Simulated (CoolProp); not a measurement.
Vapour pressure (bar) of ethanol: the reference equation beside estimates from Tc = 514.7 K, pc = 62.68 bar, ω = 0.644.

Computed with CoolProp (reference Helmholtz-energy equation of state, Schroeder 2014).

```
T (K)  reference  van der Waals  Redlich-Kwong  Peng-Robinson
-----  ---------  -------------  -------------  -------------
256.1   0.004410          1.685         0.1322       0.004024
261.6   0.006824          1.944         0.1771       0.006368
267      0.01027          2.225         0.2324       0.009775
272.5    0.01530          2.540         0.3023        0.01481
278      0.02238          2.885         0.3881        0.02199
283.5    0.03221          3.262         0.4921        0.03205
288.9    0.04534          3.664         0.6145        0.04560
294.4    0.06331          4.108         0.7625        0.06426
299.9    0.08718          4.587         0.9368        0.08915
305.3     0.1178          5.094          1.136         0.1212
310.8     0.1582          5.648          1.372         0.1635
316.3     0.2100          6.242          1.643         0.2177
321.8     0.2755          6.877          1.952         0.2865
327.2     0.3562          7.541          2.297         0.3708
```

Absolute difference from the reference over all 14 rows, mean and median: van der Waals 11563.7 and 7184.9 %, Redlich-Kwong 1378.2 and 1179.9 %, Peng-Robinson 3.4 and 3.3 %.
